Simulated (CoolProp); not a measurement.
Model: reference Helmholtz-energy equation of state, de Reuck 1993, in CoolProp.

**Question.** For methanol, give the phase and the cp (kJ/(kg K)), cv (kJ/(kg K)), speed of sound (m/s), isothermal compressibility (1/MPa) at 262.1 K and 0.692 MPa.

**Answer.** 
- 262.1 K and 0.692 MPa: liquid; cp 2.35, cv 1.93, speed of sound 1230, isothermal compressibility 0.000989
